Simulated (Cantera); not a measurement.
A closed system holds: 1 mol Si, 0.94 mol NF3, a varied amount of H2, equilibrated at 625 °C and 100 Torr.

These are equilibrium values from Cantera (NASA tables, ideal gas, pure condensed phases), not measurements of a reactor. Candidate condensed phases: Si, Si3N4; 37 gas species. The numbers say what is thermodynamically allowed, not how fast it happens.

Q: At 8.7 mol H2, list the 6 most abundant gas species with their mole fractions, and the condensed phases.

A: H2 0.899, SiF4 0.0727, N2 0.0282, HF 0.000172, SiHF3 0.000128, NH3 2.35e-5. Condensed: Si3N4(s).
